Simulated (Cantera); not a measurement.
Charge: 1 mol FeS, 16 mol H₂, 0.44 mol H₂O, at 2098.15 K and 0.000320 bar.

Equilibrium computed with Cantera from the NASA thermochemical tables; the gas is ideal and each condensed phase is pure. Candidate condensed phases: Fe, FeO, Fe(OH)₂, Fe(OH)₃, FeS, FeSO₄, FeS₂, Fe₂O₃, Fe₂(SO₄)₃, Fe₃O₄, H₂O, H₂SO₄, S; 22 gas species. The numbers say what is thermodynamically allowed, not how fast it happens.

Base state: H₂ 0.739, H 0.148, Fe 0.0507, S 0.0269, H₂O 0.0180, S₂ 0.00673, SH 0.00620, SO 0.00353 (mole fractions); condensed: gas only.

Q: What changes in the equilibrium state with this change: H₂O from 0.44 to 2.1 mol?

A: 
```tsv
species	before	after
H₂	0.739	0.687
H	0.148	0.143
H₂O	0.0180	0.0783
SO	0.00353	0.0122
S	0.0269	0.0198
Fe	0.0507	0.0463
O₂	6.35e-7	1.39e-5
SO₂	0.000145	0.00234
O	6.11e-5	0.000286
OH	0.000428	0.00193
```

Q: What changes in the equilibrium state with this change: temperature from 2098.15 K to 1548 K?

A: 
```tsv
species	before	after
H₂	0.739	0.936
H₂O	0.0180	0.0258
S₂	0.00673	0.0239
H	0.148	0.00167
Fe	0.0507	0.00126
S	0.0269	0.000604
O	6.11e-5	2.32e-9
OH	0.000428	1.53e-6
FeO	3.08e-5	1.69e-7
Fe(γ), mol	0	0.979
```
